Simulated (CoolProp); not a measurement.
A single-stage vapour-compression cycle with R507A: evaporating at 231.15 K (dew point), condensing at 273.15 K (bubble point), superheat 8 K, subcooling 0 K, compressor efficiency 0.8, no pressure losses. Each further row changes one setting.

Model: reference Helmholtz-energy equation of state, Lemmon 2003, in CoolProp. It is a pseudo-pure fit of the blend.

| case | cooling COP | pressure ratio | discharge temperature (K) | refrigerating effect (kJ/kg) | volumetric capacity (kJ/m³) |
|---|---|---|---|---|---|
| as stated | 3.57 | 4.93 | 297.5 | 145 | 960 |
| evaporating temperature 236.15 K | 4.24 | 3.94 | 294.8 | 148 | 1210 |
| condensing temperature 268.15 K | 4.18 | 4.20 | 291.2 | 152 | 1010 |
| subcooling 5 K | 3.74 | 4.93 | 297.5 | 152 | … |
| superheat 18 K | 3.59 | 4.93 | … | 153 | 965 |
| compressor efficiency 0.7 | … | 4.93 | 303.5 | 145 | 960 |

### Question
Fill in the missing entries.

### Answer

- subcooling 5 K, volumetric capacity (kJ/m³): 1000
- superheat 18 K, discharge temperature (K): 308.0
- compressor efficiency 0.7, cooling COP: 3.13
